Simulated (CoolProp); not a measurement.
20 sccm (0 °C, 1 atm) of nitrogen bubbles through liquid hexamethyldisiloxane (MM) at 321.9 K and leaves saturated at a total pressure of 0.15 MPa (ideal gas phase). Each further row changes one setting.

Values from CoolProp's reference Helmholtz-energy equation of state, Thol 2016.

```
case                      vapour pressure (kPa)  mole fraction of vapour  delivery (mg/min)  delivery (sccm)  change of delivery for a bath 1 K warmer (%)
------------------------  ---------------------  -----------------------  -----------------  ---------------  --------------------------------------------
as stated                                  16.7                    0.111               18.1             2.50                                           4.8
bath temperature 326.9 K                   20.5                    0.136               22.9             3.16                                           4.8
total pressure 0.3 MPa                     16.7                   0.0556               8.52             1.18                                           4.5
```
